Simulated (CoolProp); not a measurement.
Saturation properties of methanol.

Model: reference Helmholtz-energy equation of state, de Reuck 1993, in CoolProp.

```tsv
T (K)	p (MPa)	liquid density (kg/m³)	vapour density (kg/m³)	surface tension (mN/m)
348.1	0.1509	737.8	1.783	17.9
354.5	0.1900	731.2	2.222	17.3
360.8	0.2363	724.5	2.739	16.8
367.1	0.2914	717.7	3.351	16.2
373.4	0.3565	710.7	4.073	15.6
379.7	0.4330	703.5	4.921	15.0
386	0.5222	696.0	5.912	14.3
392.3	0.6257	688.4	7.066	13.7
398.6	0.7449	680.4	8.408	13.1
404.9	0.8817	672.1	9.964	12.4
411.2	1.038	663.6	11.77	11.7
417.5	1.215	654.6	13.85	11.1
423.8	1.415	645.2	16.26	10.4
```

It boils at 337.6 K under 1 atm.

Surface tension comes from a separate correlation (Mulero 2012).
